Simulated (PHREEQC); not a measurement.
Make-up at 40 °C: 0.11 mol/kgw H2SO4, 0.00089 mol/kgw ZnSO4 and 0.00058 mol/kgw Na2SO4. Closed to the air; pH follows from the charge balance.

Equilibrium calculation in PHREEQC: ion-association model, phreeqc.dat.

Precipitation was switched off in this run.

Q: What pH, density, ionic strength does the model give?

A: pH 1.00; density 0.999 g/cm³; ionic strength 0.144 mol/kgw.

Q: In which forms is Na present?

A: Na+ 97 %, NaSO4- 2.8 % of the Na.

Species that the database lacks are ignored. Constants without temperature data keep their 25 °C values here.
